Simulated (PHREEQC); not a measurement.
# Brine (model solution)

Consider water at 25 °C with 0.37 mol/kgw BaCl2 and 0.12 mol/kgw LiCl. Closed to the air; pH follows from the charge balance.

Model: Pitzer model, pitzer.dat, run in PHREEQC.

This is a speciation only: nothing precipitates in the calculation.

**Question.** Predict the activity of water, osmotic coefficient.

**Answer.** activity of water 0.978; osmotic coefficient 0.927.
